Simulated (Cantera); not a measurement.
Cantera run, input and output.

```python
import numpy as np
import cantera as ct

gas = ct.Solution("SiF4_NH3_mec.yaml", "gas")
gas.TPX = 1625, 2666, {'NH3': 1, 'H2': 3.5}
reactor = ct.IdealGasConstPressureReactor(gas, energy="off", clone=False)
net = ct.ReactorNet([reactor])
net.rtol, net.atol = 1e-08, 1e-18
show = ['NH3', 'H2', 'H', 'NH', 'N2H4', 'N', 'N2H2']
times = np.geomspace(8e-05, 10, 12)

steps = ct.SolutionArray(gas, extra=["t"])
rows = []
print(f"{'t/s':>10s}{'T/K':>9s}{'P/Pa':>11s}" + "".join(f"{s:>11s}" for s in show))
for t in times:
    while net.time < t:
        t_next = net.step()
        steps.append(gas.state, t=t_next)
    rows.append([np.interp(t, steps.t, y) for y in (steps.T, steps.P, *steps(*show).X.T)])
    print(f"{t:10.3e}{rows[-1][0]:9.1f}{rows[-1][1]:11.4g}" + "".join(f"{x:11.3e}" for x in rows[-1][2:]))
rate = np.gradient(steps.T, steps.t)
print("integrator steps:", len(steps.t))
if steps.T.max() > steps.T[0] + 200:
    print(f"time of steepest temperature rise: {steps.t[rate.argmax()]:.4e} s")
gas.TPX = 1625, 2666, {'NH3': 1, 'H2': 3.5}
gas.equilibrate("TP")
print(f"equilibrium (TP): T = {gas.T:.1f} K  " + "  ".join(f"{s} {gas[s].X[0]:.3e}" for s in show))
```

Result:

```
       t/s      T/K       P/Pa        NH3         H2          H         NH       N2H4          N       N2H2
 8.000e-05   1625.0       2666  2.222e-01  7.778e-01  3.798e-08  5.758e-14  1.120e-16  5.018e-19  1.852e-15
 2.325e-04   1625.0       2666  2.222e-01  7.778e-01  1.113e-07  6.571e-13  1.829e-15  2.906e-17  3.940e-14
 6.758e-04   1625.0       2666  2.222e-01  7.778e-01  3.246e-07  6.202e-12  2.222e-14  1.009e-15  7.209e-13
 1.964e-03   1625.0       2666  2.222e-01  7.778e-01  9.442e-07  5.441e-11  2.162e-13  2.795e-14  9.846e-12
 5.708e-03   1625.0       2666  2.222e-01  7.778e-01  2.745e-06  4.655e-10  1.918e-12  7.150e-13  1.027e-10
 1.659e-02   1625.0       2666  2.222e-01  7.778e-01  7.973e-06  3.944e-09  1.646e-11  1.777e-11  9.591e-10
 4.822e-02   1625.0       2666  2.222e-01  7.778e-01  2.309e-05  3.305e-08  1.385e-10  4.305e-10  8.896e-09
 1.401e-01   1625.0       2666  2.221e-01  7.777e-01  6.315e-05  2.457e-07  1.033e-09  8.660e-09  7.842e-08
 4.073e-01   1625.0       2666  2.216e-01  7.780e-01  9.912e-05  6.003e-07  2.522e-09  3.288e-08  2.135e-07
 1.184e+00   1625.0       2666  2.199e-01  7.790e-01  1.004e-04  6.096e-07  2.541e-09  3.379e-08  2.156e-07
 3.441e+00   1625.0       2666  2.148e-01  7.820e-01  1.015e-04  6.043e-07  2.460e-09  3.375e-08  2.087e-07
 1.000e+01   1625.0       2666  2.011e-01  7.901e-01  1.046e-04  5.893e-07  2.244e-09  3.363e-08  1.902e-07
integrator steps: 440
equilibrium (TP): T = 1625.0 K  NH3 3.010e-07  H2 9.087e-01  H 4.146e-04  NH 1.061e-11  N2H4 6.029e-20  N 2.141e-12  N2H2 3.635e-16
```

Computed with Cantera and the gas-phase N/H chemistry of the illustrative SiF4/NH3 mechanism in the Surface Chemkin manual (1991). Walls and surfaces, which speed up NH3 decomposition in real reactors, are not modelled.
